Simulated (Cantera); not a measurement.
**Stirred combustor or abatement burner**

A perfectly stirred reactor is fed with 16.0 % CO, 10.1 % H2, 15.5 % O2, 58.4 % N2, at 101000 Pa; it is adiabatic with a 675 K inlet, and is followed from long to short residence time, starting on the burning branch (τ in s: 0.033, 0.016, 0.0079, 0.0038, 0.0019, 0.0009, 0.00044, 0.00021, 0.0001, 5.1e-05, 2.5e-05, 1.2e-05).

Computed with Cantera and GRI-Mech 3.0 (53 species, 325 reactions).

```json
[
 {"τ (s)": "0.033", "T (K)": "2419", "x CO": "0.0246", "x H2": "0.00279", "x O2": "0.0364", "x HO2": "3.24e-6", "x NO": "0.00466"},
 {"τ (s)": "0.016", "T (K)": "2399", "x CO": "0.0268", "x H2": "0.00309", "x O2": "0.0381", "x HO2": "3.25e-6", "x NO": "0.00325"},
 {"τ (s)": "0.0079", "T (K)": "2362", "x CO": "0.0306", "x H2": "0.00363", "x O2": "0.0404", "x HO2": "3.30e-6", "x NO": "0.00195"},
 {"τ (s)": "0.0038", "T (K)": "2298", "x CO": "0.0365", "x H2": "0.00455", "x O2": "0.0436", "x HO2": "3.68e-6", "x NO": "0.000974"},
 {"τ (s)": "0.0019", "T (K)": "2214", "x CO": "0.0433", "x H2": "0.00576", "x O2": "0.0470", "x HO2": "4.72e-6", "x NO": "0.000444"},
 {"τ (s)": "0.00090", "T (K)": "2106", "x CO": "0.0509", "x H2": "0.00729", "x O2": "0.0508", "x HO2": "6.91e-6", "x NO": "0.000193"},
 {"τ (s)": "0.00044", "T (K)": "1988", "x CO": "0.0578", "x H2": "0.00884", "x O2": "0.0544", "x HO2": "1.01e-5", "x NO": "0.000107"},
 {"τ (s)": "0.00021", "T (K)": "1853", "x CO": "0.0649", "x H2": "0.0104", "x O2": "0.0585", "x HO2": "1.47e-5", "x NO": "7.25e-5"},
 {"τ (s)": "0.00010", "T (K)": "1700", "x CO": "0.0744", "x H2": "0.0117", "x O2": "0.0644", "x HO2": "2.10e-5", "x NO": "4.75e-5"},
 {"τ (s)": "5.1e-5", "T (K)": "1535", "x CO": "0.0919", "x H2": "0.0133", "x O2": "0.0751", "x HO2": "3.16e-5", "x NO": "2.36e-5"},
 {"τ (s)": "2.5e-5", "T (K)": "1243", "x CO": "0.134", "x H2": "0.0302", "x O2": "0.107", "x HO2": "6.85e-5", "x NO": "2.54e-6"},
 {"τ (s)": "1.2e-5", "T (K)": "675", "x CO": "0.160", "x H2": "0.101", "x O2": "0.155", "x HO2": "<1e-12", "x NO": "<1e-12"}
]
```
x: mole fraction; the columns are a selection and need not sum to one.
